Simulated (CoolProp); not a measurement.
Vapour pressure (MPa) of CHF3 (R23): the reference equation beside estimates from Tc = 299.3 K, pc = 4.832 MPa, ω = 0.263.

The numbers come from the reference Helmholtz-energy equation of state, Penoncello 2003 in CoolProp.

```tsv
T (K)	reference	Lee-Kesler	van der Waals	Redlich-Kwong	Soave-Redlich-Kwong	Peng-Robinson
186.6	0.07740	0.07557	0.5220	0.1464	0.07596	0.07706
192.7	0.1108	0.1091	0.6234	0.2000	0.1094	0.1103
198.9	0.1556	0.1542	0.7391	0.2682	0.1543	0.1549
205	0.2124	0.2117	0.8661	0.3507	0.2116	0.2115
211.2	0.2854	0.2857	1.009	0.4521	0.2855	0.2843
217.3	0.3746	0.3763	1.164	0.5708	0.3761	0.3735
223.4	0.4838	0.4872	1.333	0.7102	0.4874	0.4828
229.6	0.6180	0.6232	1.521	0.8750	0.6243	0.6175
235.7	0.7758	0.7828	1.722	1.061	0.7856	0.7760
241.9	0.9653	0.9742	1.942	1.278	0.9796	0.9669
```

Absolute difference from the reference over all 10 rows, mean and median: Lee-Kesler 0.9 and 0.9 %, van der Waals 272.9 and 232.1 %, Redlich-Kwong 57.5 and 55.4 %, Soave-Redlich-Kwong 0.9 and 0.9 %, Peng-Robinson 0.3 and 0.3 %.
